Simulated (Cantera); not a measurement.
Feed: 1 mol CCl₄, 2.2 mol H₂, equilibrated at 21000 Pa.

Equilibrium computed with Cantera from the NASA thermochemical tables; the gas is ideal and each condensed phase is pure. Candidate condensed phases: C, C₆H₆, C₇H₈, C₈H₁₈; 91 gas species. The numbers say what is thermodynamically allowed, not how fast it happens.

log p: log10 of the partial pressure in bar; n: condensed amount in mol.

| T (K) | log p HCl | log p H₂ | log p Cl | log p H | log p C₂H₂ (acetylene) | n C(graphite) |
|---|---|---|---|---|---|---|
| 1950 | -0.70 | -1.97 | -2.79 | [?] | -5.23 | 1.000 |
| 2000 | -0.71 | -1.96 | -2.64 | [?] | -5.07 | 1.000 |
| 2050 | -0.71 | -1.95 | -2.51 | [?] | -4.92 | 0.999 |
| 2100 | -0.71 | -1.93 | -2.39 | [?] | -4.77 | 0.999 |
| 2150 | -0.72 | -1.91 | -2.27 | [?] | -4.62 | 0.999 |
| 2200 | -0.72 | -1.89 | -2.17 | [?] | -4.48 | 0.999 |
| 2250 | -0.73 | -1.87 | -2.07 | [?] | -4.34 | 0.998 |
| 2300 | -0.74 | -1.84 | -1.97 | [?] | -4.21 | 0.997 |

**Question.** Some entries are withheld; supply them.

**Answer.** 
- 1950, log p H: -3.93
- 2000, log p H: -3.77
- 2050, log p H: -3.62
- 2100, log p H: -3.47
- 2150, log p H: -3.33
- 2200, log p H: -3.19
- 2250, log p H: -3.06
- 2300, log p H: -2.93
